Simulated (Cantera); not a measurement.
Mixture: CH₄ : O₂ : N₂ = 1 : 1.11 : 4.67 (molar parts), at 3750 Torr, adiabatic and at constant pressure. Ignition delay is the time to a rise of 400 K.

Model: GRI-Mech 3.0 (53 species, 325 reactions), integrated in Cantera.

Task: What does this change do: pressure from 3750 Torr to 10500 Torr?

Result: 
```json
[
 {"quantity": "delay at 1100 K", "before": "59.2 ms", "after": "17.4 ms"},
 {"quantity": "delay at 1200 K", "before": "15.2 ms", "after": "4.85 ms"},
 {"quantity": "delay at 1300 K", "before": "4.43 ms", "after": "1.55 ms"},
 {"quantity": "delay at 1400 K", "before": "1.42 ms", "after": "0.540 ms"},
 {"quantity": "delay at 1500 K", "before": "0.489 ms", "after": "0.202 ms"},
 {"quantity": "delay at 1600 K", "before": "0.183 ms", "after": "80.0 µs"},
 {"quantity": "delay at 1700 K", "before": "75.1 µs", "after": "33.8 µs"},
 {"quantity": "apparent activation energy between 1500 and 1700 K", "before": "200 kJ/mol", "after": "190 kJ/mol"}
]
```
The pressure lies above the range GRI-Mech 3.0 was tuned for (to about 10 atm).
